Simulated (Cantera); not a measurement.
**Ignition delay**

Mixture: 11.6 % CH4, 15.5 % O2, 59.0 % N2, 14.0 % H2O, at 7500 Torr, adiabatic and at constant pressure. Ignition delay is the time to a rise of 400 K.

Detailed kinetics in Cantera: GRI-Mech 3.0 (53 species, 325 reactions).

```
T0 (K)  delay (ms)
------  ----------
1350          1.30
1425         0.626
1500         0.305
1575         0.150
1650        0.0752
```

The apparent activation energy between 1500 and 1650 K comes out as 190 kJ/mol.
